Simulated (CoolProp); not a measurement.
Vapour-liquid equilibrium of n-hexane (1) + p-xylene (2) at 6.17 bar; x and y are mole fractions of (1).

The numbers come from the multi-fluid Helmholtz-energy mixture model, Thol 2019 and Zhou 2012; pair parameters Bell 2016 in CoolProp.

| x | bubble temperature, mixture model (°C) | bubble temperature, Raoult's law (°C) | y, mixture model | y, Raoult's law |
|---|---|---|---|---|
| 0.05 | ? | 213.5 | 0.160 | 0.180 |
| 0.125 | 202.3 | 202.8 | 0.348 | 0.382 |
| 0.2 | 192.8 | 193.6 | 0.489 | 0.528 |
| 0.275 | 184.7 | 185.6 | 0.596 | 0.637 |
| 0.35 | 177.7 | 178.5 | 0.678 | 0.720 |
| 0.425 | 171.5 | 172.3 | 0.743 | 0.784 |
| 0.5 | 166.1 | 166.6 | 0.795 | 0.834 |
| 0.575 | 161.3 | 161.6 | 0.839 | 0.875 |
| 0.65 | ? | 157.0 | 0.876 | 0.908 |
| 0.725 | 152.9 | 152.8 | 0.908 | 0.935 |
| 0.8 | 149.1 | 148.9 | 0.936 | 0.957 |
| 0.875 | 145.6 | 145.4 | 0.962 | 0.975 |
| 0.95 | ? | 142.1 | 0.985 | 0.991 |

**Question.** What belongs in the gaps?

**Answer.** 
- 0.05, bubble temperature, mixture model (°C): 213.3
- 0.65, bubble temperature, mixture model (°C): 156.9
- 0.95, bubble temperature, mixture model (°C): 142.2

The largest gap from Raoult's law is -0.9 K in bubble temperature, at x = 0.275. No azeotrope shows between x = 0.05 and 0.95.

The pair parameters rest on a limited set of measurements; away from them the model extrapolates. The gap from Raoult's law changes sign with composition, which may be real or a fault of the pair parameters; it wasn't checked against measurements.
